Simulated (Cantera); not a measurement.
Feed: 1 mol HMDSO, 1.4 mol H₂O, 57 mol H₂, 0.066 mol O₃, at 13300 Pa.

Equilibrium computed with Cantera from the NASA thermochemical tables; the gas is ideal and each condensed phase is pure. Candidate condensed phases: C, C₆H₆, C₇H₈, C₈H₁₈, H₂O, Si, SiC, SiO₂; 123 gas species. The feed counts by its element totals alone. Mutual solubility and eutectic melting of coexisting phases are not modelled. The tables hold silica as quartz up to 1696 K and as liquid above; real silica turns to tridymite and cristobalite and melts near 1996 K. Gases not in the tables: Si₂H₆ and higher silanes. The numbers say what is thermodynamically allowed, not how fast it happens.

log p: log10 of the partial pressure in bar; n: condensed amount in mol.

```tsv
T (K)	log p H₂	log p CH₄	log p CO	log p H	log p C₂H₂ (acetylene)	n SiC(s)	n SiO₂(α-quartz)	n C(graphite)	n SiO₂(β-quartz)
723	-0.91	-1.94	<-12	<-12	<-12	0.701	1.30	0	0
923	-0.89	-2.41	-8.23	-10.06	-10.81	0.701	0	3.38	1.30
1123	-0.88	-3.29	-5.17	-7.81	-8.53	0.703	0	5.03	1.30
1323	-0.88	-3.92	-3.04	-6.24	-6.96	0.931	0	4.55	1.07
1523	-0.89	?	-2.31	?	?	1.99	0	1.39	0
1723	-0.89	?	-2.31	?	?	1.99	0	1.40	0
1923	-0.89	-5.07	-2.31	-3.47	-4.24	1.98	0	1.38	0
2123	-0.90	-5.30	-2.31	-2.89	-3.68	1.96	0	1.25	0
```

Some entries are withheld; supply them.


- 1723, log p CH₄: -4.78
- 1723, log p H: -4.18
- 1723, log p C₂H₂ (acetylene): -4.94
- 1523, log p CH₄: -4.42
- 1523, log p H: -5.08
- 1523, log p C₂H₂ (acetylene): -5.82
